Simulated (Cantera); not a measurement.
A Cantera script and what it prints.

```python
import numpy as np
import cantera as ct

gas_names = [...]  # 109 gases of nasa_gas.yaml made of C, Cl, H, Si
cond_names = """
    C(gr) C6H6(L) C7H8(L) C8H18(L),n-octa Si(cr) Si(L) SiC(b)
""".split()


# ... load() reads the species with a 1 bar reference pressure and builds the phases ...
atoms = {
    'CH3SiCl3': {'C': 1, 'H': 3, 'Si': 1, 'CL': 3},
    'C2H4': {'C': 2, 'H': 4},
    'H2': {'H': 2},
    'C2H2': {'C': 2, 'H': 2},
}
top_T = {'C(gr)': 4500, 'SiC(b)': 3050}  # K; cautious upper limits of use, not melting points


# ... equilibrate(T, P, feed) seeds the gas with the atoms and calls Mixture.equilibrate('TP', solver="vcs", rtol=1e-11, max_steps=5000) ...
results = []
feed = {'CH3SiCl3': 1, 'C2H4': 0.022, 'H2': 67, 'C2H2': 0.013}  # mol
P = 100000  # Pa
for T in [1550, 1600, 1650, 1700, 1750, 1800, 1850, 1900, 1950, 2000, 2050, 2100]:
    mix = equilibrate(T, P, feed)
    results.append((T, P, feed, dict(zip(mix.species_names, mix.species_moles))))

top = {s: max(r[3][s] / sum(r[3][g] for g in gas_names) for r in results) for s in gas_names}
cols = sorted((s for s in top if top[s] > 0.0001), key=lambda s: -top[s])[:5]
seen = [c for c in cond_names if any(r[3].get(c, 0) > 1e-12 for r in results)]
print("log10 of partial pressures in bar; condensed amounts in mol")
print(f"{'T/K':>10s}" + "".join(f"{s[:9]:>10s}" for s in cols + seen))
for T, P, feed, n in results:
    ng = sum(n[g] for g in gas_names)
    print(f"{T:10.4g}" + "".join(f"{np.log10(max(n[s] / ng * P / 1e5, 1e-99)):10.3f}" for s in cols)
          + "".join(f"{n.get(c, 0):10.4g}" for c in seen))
```

Result:

```
log10 of partial pressures in bar; condensed amounts in mol
       T/K        H2       HCL         H       CH4 C2H2,acet     C(gr)    SiC(b)
      1550    -0.019    -1.370    -4.512    -2.960    -5.272         0    0.9923
      1600    -0.019    -1.370    -4.274    -2.968    -4.865         0    0.9925
      1650    -0.020    -1.370    -4.051    -2.984    -4.498         0    0.9926
      1700    -0.020    -1.370    -3.841    -3.013    -4.181         0    0.9923
      1750    -0.019    -1.371    -3.643    -3.078    -3.959  0.004196    0.9912
      1800    -0.020    -1.371    -3.456    -3.153    -3.776   0.00664    0.9897
      1850    -0.020    -1.372    -3.278    -3.223    -3.602  0.003965    0.9881
      1900    -0.020    -1.373    -3.110    -3.303    -3.464         0    0.9858
      1950    -0.020    -1.374    -2.951    -3.401    -3.378         0    0.9823
      2000    -0.020    -1.375    -2.799    -3.499    -3.309         0    0.9777
      2050    -0.020    -1.377    -2.654    -3.596    -3.249         0    0.9718
      2100    -0.021    -1.379    -2.517    -3.689    -3.193         0    0.9643
```

Cantera equilibrium calculation (NASA polynomials, part measured and part estimated; ideal gas, pure solids and liquids). The feed counts by its element totals alone. The tables' values for SiCl are old estimates; treat these amounts as uncertain. Gases not in the tables: Si2H6 and higher silanes.
